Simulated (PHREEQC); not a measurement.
Solution (59 °C): 87 mmol/kgw MnSO4. Closed to the air; pH follows from the charge balance.

The numbers come from PHREEQC with the ion-association model, wateq4f.dat.

| quantity | before | after |
|---|---|---|
| pH | 5.97 | 6.45 |
| ionic strength (mol/kgw) | 0.159 | 0.199 |
| SO4-2 (mol/kgw) | 0.0397 | 0.0497 |
| HSO4- (mol/kgw) | 3.85e-6 | 6.29e-7 |

### Question
Which change was made?
A. MnSO4 replaced by NH4HSO4 at the same molality
B. 0.014 mol/kgw CsOH added
C. MnSO4 replaced by Fe2(SO4)3 at the same molality
D. diluted 2-fold with water
E. temperature from 59 to 20 °C

### Answer
E, temperature from 59 to 20 °C

No solid was allowed to form. At this temperature some constants are extrapolated from 25 °C, and those without enthalpy data are left unchanged.
